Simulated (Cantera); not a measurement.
Feed: 1 mol BCl₃, 21 mol N₂, at 1273 K and 1.05 Torr.

These are equilibrium values from Cantera (NASA tables, ideal gas, pure condensed phases), not measurements of a reactor. Candidate condensed phases: B, BN; 10 gas species. N₂ is the only nitrogen source here; it is nearly inert below about 1500 K, so the nitride shown seldom forms there in practice. Rates play no part.

### Question
What is the equilibrium state?

### Answer
```
Quantity                              Result
-------------------------------  -----------
x(N₂)                                  0.954
x(BCl₃)                               0.0454
x(Cl)                               0.000169
x(BCl₂)                              7.39e-6
n(BN(s))                         0.00119 mol
gas amount                         22.00 mol
log10 activity of B(s) (absent)        -4.25
```
